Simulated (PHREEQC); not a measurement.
A PHREEQC speciation (ion-association model, wateq4f.dat) at 25 °C gives pH 5.83 and these molalities:

| species | mol/kgw |
|---|---|
| NiSO4 | 0.271 |
| Cl- | 0.212 |
| Ni+2 | 0.184 |
| K+ | 0.163 |
| SO4-2 | 0.159 |
| NiCl+ | 0.0278 |
| KSO4- | 0.0269 |
| NiCl2 | 0.00815 |
| Ni(SO4)2-2 | 0.00127 |
| NiOH+ | 7.86e-6 |
| HSO4- | 5.89e-6 |

Q: What are the element totals, and what could have been dissolved in 1 kg of water to give them?

A: Several could match; the one computed here: totals Cl 0.256, K 0.190, Ni 0.493, S(6) 0.460 mol/kgw, from 0.46 mol NiSO4, 0.19 mol KCl and 0.033 mol NiCl2 per kg of water.

No solid was allowed to form. Caution: at this ionic strength the ion-association model is outside its range; a Pitzer model would be the better tool where its parameters exist. Complexes and solids missing from the database can't appear.
